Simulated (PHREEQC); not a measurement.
0.01 mol of Fluorite (CaF2) is brought to equilibrium with 1 kg of water holding 10 mmol/kgw NaCl, at 25 °C, the pH being set by adding NaOH or HCl. O2 is buffered at 0.21 atm. No CO2 enters from the air. Solids allowed: Fluorite. Others were left out.

The numbers come from PHREEQC with the ion-association model, phreeqc.dat.

**Question.** Predict HF (mol/kgw) at pH = 6.38, 9.5.

**Answer.** 
```csv
pH,HF (mol/kgw)
6.38,2.54e-7
9.5,1.93e-10
```

Species that the database lacks are ignored.
